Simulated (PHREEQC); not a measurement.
A solution holds 0.0083 mol/kgw HCl, 0.00035 mol/kgw K2SO4 and 0.00028 mol/kgw NaCl, at 20 °C. Closed to the air; pH follows from the charge balance.

Model: ion-association model, phreeqc.dat, run in PHREEQC.

No solid was allowed to form.

**Question.** Predict the pH.

**Answer.** pH 2.12.

**Question.** In which forms is S present?

**Answer.** SO4-2 67 %, HSO4- 33 % of the S.
